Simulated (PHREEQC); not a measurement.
Consider water at 20 °C with 36 mmol/kgw NH4HF2, 21.5 mmol/kgw H2SiF6, 4.5 mmol/kgw HBF4 and 0.044 mmol/kgw HCl. Closed to the air; pH follows from the charge balance.

Model: ion-association model, phreeqc.dat, run in PHREEQC.

Precipitation was switched off in this run.

**Question.** Order these F species by the share of F that they hold, largest first: HF2-, F-, HF, SiF6-2, BF4-.

**Answer.** SiF6-2 (59 %), HF (30 %), BF4- (8.2 %), F- (2.0 %), HF2- (0.96 %)

The pH is 1.85 and the ionic strength 0.0745 mol/kgw. Species that the database lacks are ignored. SiF6-2 is the database's only silicon fluoride. Real BF4- forms and hydrolyses slowly; the run takes it at equilibrium.
